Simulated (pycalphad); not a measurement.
CALPHAD calculation (pycalphad, COST 507 light-alloy database (1999)), 1 atm. The database dates from 1999; later assessments differ in places, in temperatures and in the compounds included. Kinetics are ignored, which matters at the lower temperatures.

Si-44.42Cu (wt.%): equilibrium cooling sequence

```tsv
T (K)	phases above	phases below
1521.8	LIQUID	DIAMOND_A4 + LIQUID
1073.7	DIAMOND_A4 + LIQUID	CU19SI6_ETA + DIAMOND_A4
```

Changes were sought between steps of 50 K, so a narrower field can be missed.

Database names, with the compositions (at.%) that they take in these runs: CU19SI6_ETA: Cu 76 Si 24. DIAMOND_A4 is diamond (Si).
